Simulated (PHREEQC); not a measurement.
A solution holds 4.4 mmol/kgw Na2S and 0.93 mmol/kgw HCl, at 51 °C. Closed to the air; pH follows from the charge balance.

The numbers come from PHREEQC with the ion-association model, wateq4f.dat.

```yaml
pH: 10.72
ionic_strength: 0.00899 mol/kgw
total_alkalinity: 7.87 meq/kg
```

```
species  molality  activity   log γ
-------  --------  --------  ------
Na+       0.00880   0.00795  -0.044
HS-       0.00421   0.00379  -0.046
OH-       0.00329   0.00296  -0.046
Cl-      0.000930  0.000837  -0.046
S-2      0.000186  0.000124  -0.175
H2S       3.45e-7   3.45e-7   0.001
```

This is a speciation only: nothing precipitates in the calculation. Away from 25 °C the constants follow the database's enthalpies or fits; those with neither stay at their 25 °C values. The polysulfide entries of wateq4f.dat were taken out for this run.
